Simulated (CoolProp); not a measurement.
Vapour-liquid equilibrium of R114 (1) + n-heptane (2) at 96.35 °C; x and y are mole fractions of (1).

Model: multi-fluid Helmholtz-energy mixture model, Platzer 1990 and Span 2003; pair parameters Bell 2016, in CoolProp. This equation is an older, rougher fit; its heat capacities, sound speeds and derivatives of the liquid may be far off and weren't checked against measurements.

| x | bubble pressure, mixture model (MPa) | bubble pressure, Raoult's law (MPa) | y, mixture model | y, Raoult's law |
|---|---|---|---|---|
| 0.05 | 0.1720 | 0.1566 | 0.454 | 0.421 |
| 0.15 | 0.3201 | 0.2789 | 0.720 | 0.709 |
| 0.25 | 0.4574 | 0.4012 | 0.814 | 0.822 |
| 0.35 | 0.5824 | 0.5236 | 0.863 | 0.882 |
| 0.45 | 0.6963 | 0.6459 | 0.894 | 0.919 |
| 0.55 | … | 0.7682 | 0.916 | 0.944 |
| 0.65 | … | 0.8906 | 0.935 | 0.963 |
| 0.75 | 1.008 | 1.013 | 0.952 | 0.976 |
| 0.85 | 1.120 | 1.135 | 0.969 | 0.987 |
| 0.95 | … | 1.258 | … | 0.996 |

### Question
Fill in the missing entries.

### Answer

- 0.55, bubble pressure, mixture model (MPa): 0.8022
- 0.65, bubble pressure, mixture model (MPa): 0.9043
- 0.95, bubble pressure, mixture model (MPa): 1.247
- 0.95, y, mixture model: 0.989

The largest gap from Raoult's law is +14.8 % in bubble pressure, at x = 0.15. No azeotrope shows between x = 0.05 and 0.95.

The pair parameters rest on a limited set of measurements; away from them the model extrapolates. The gap from Raoult's law changes sign with composition, which may be real or a fault of the pair parameters; it wasn't checked against measurements.
